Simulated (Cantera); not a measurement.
A jet of 8.25 % CH4, 8.15 % O2, 83.6 % N2, equivalence ratio 2.0 at 300 K and 0.0350 bar hits a platinum plate 3.2 cm away at a mass flux of 0.039 kg/m²/s; the plate temperature is set and raised in steps from an oxygen-covered start.

Cantera simulation using Deutschmann's 1995 Pt surface mechanism with GRI-Mech 3.0 gas chemistry; the numbers are that mechanism's predictions, not measurements. Catalytic surfaces can have several steady states; this one follows from the mechanism file's or the stated starting coverage.

One state of this run: wall x CH4 = 0.0121; wall x O2 = 0.00419; wall x H2O = 0.0667; wall x OH = <1e-8; wall x CO = 0.0720; wall x CO2 = 0.000974; θ free Pt = 0.939; θ H* = 0.00167; θ CO* = 0.0322; θ C* = 0.0272. x: mole fraction at the wall; θ: surface coverage.

**Question.** Which value of plate T (K) does it belong to?
A. 1300
B. 1150
C. 1000
D. 1100

**Answer.** D, 1100
